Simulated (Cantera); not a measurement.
A closed system holds: 1 mol Si, 8.9 mol Cl2, at 725 K and 78.0 mbar.

These are equilibrium values from Cantera (NASA tables, ideal gas, pure condensed phases), not measurements of a reactor. Candidate condensed phases: Si; 9 gas species. Kinetics and transport are ignored.

**Question.** What is the equilibrium state?

**Answer.** x(Cl2): 0.873
x(SiCl4): 0.127
x(Cl): 4.59e-6
gas amount: 7.900 mol
log10 activity of Si(s) (absent): -40.48
